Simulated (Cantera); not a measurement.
A Cantera script and its output.

```python
import numpy as np
import cantera as ct

gas = ct.Solution("gri30.yaml")
gas.TPX = 1000, 270000, {'CO': 0.029, 'O2': 0.00093, 'H2O': 0.056, 'N2': 1}
reactor = ct.IdealGasConstPressureReactor(gas, energy="off", clone=False)
net = ct.ReactorNet([reactor])
net.rtol, net.atol = 1e-08, 1e-18
show = ['CO', 'O2', 'H2O', 'CO2', 'NO']
times = np.geomspace(3e-05, 8, 12)

steps = ct.SolutionArray(gas, extra=["t"])
rows = []
print(f"{'t/s':>10s}{'T/K':>9s}{'P/Pa':>11s}" + "".join(f"{s:>11s}" for s in show))
for t in times:
    while net.time < t:
        t_next = net.step()
        steps.append(gas.state, t=t_next)
    rows.append([np.interp(t, steps.t, y) for y in (steps.T, steps.P, *steps(*show).X.T)])
    print(f"{t:10.3e}{rows[-1][0]:9.1f}{rows[-1][1]:11.4g}" + "".join(f"{x:11.3e}" for x in rows[-1][2:]))
rate = np.gradient(steps.T, steps.t)
print("integrator steps:", len(steps.t))
if steps.T.max() > steps.T[0] + 200:
    print(f"time of steepest temperature rise: {steps.t[rate.argmax()]:.4e} s")
gas.TPX = 1000, 270000, {'CO': 0.029, 'O2': 0.00093, 'H2O': 0.056, 'N2': 1}
gas.equilibrate("TP")
print(f"equilibrium (TP): T = {gas.T:.1f} K  " + "  ".join(f"{s} {gas[s].X[0]:.3e}" for s in show))
```

Output:

```
       t/s      T/K       P/Pa         CO         O2        H2O        CO2         NO
 3.000e-05   1000.0    2.7e+05  2.671e-02  8.564e-04  5.157e-02  2.270e-12  3.004e-24
 9.341e-05   1000.0    2.7e+05  2.671e-02  8.564e-04  5.157e-02  9.214e-12  2.965e-23
 2.908e-04   1000.0    2.7e+05  2.671e-02  8.564e-04  5.157e-02  4.628e-11  2.739e-22
 9.056e-04   1000.0    2.7e+05  2.671e-02  8.564e-04  5.157e-02  2.645e-10  1.927e-21
 2.820e-03   1000.0    2.7e+05  2.671e-02  8.564e-04  5.157e-02  1.869e-09  1.277e-20
 8.780e-03   1000.0    2.7e+05  2.671e-02  8.564e-04  5.157e-02  2.496e-08  2.921e-19
 2.734e-02   1000.0    2.7e+05  2.670e-02  8.553e-04  5.157e-02  2.625e-06  1.308e-15
 8.512e-02   1000.0    2.7e+05  2.652e-02  7.853e-04  5.152e-02  1.920e-04  1.141e-12
 2.650e-01   1000.0    2.7e+05  2.588e-02  5.595e-04  5.135e-02  8.283e-04  6.218e-12
 8.252e-01   1000.0    2.7e+05  2.452e-02  1.569e-04  5.080e-02  2.200e-03  1.971e-11
 2.569e+00   1000.0    2.7e+05  2.273e-02  2.538e-06  4.932e-02  3.997e-03  2.304e-11
 8.000e+00   1000.0    2.7e+05  2.172e-02  6.193e-08  4.832e-02  5.011e-03  1.414e-11
integrator steps: 1080
equilibrium (TP): T = 1000.0 K  CO 7.184e-03  O2 1.030e-20  H2O 3.378e-02  CO2 1.954e-02  NO 7.534e-15
```

Computed with Cantera and GRI-Mech 3.0 (53 species, 325 reactions).
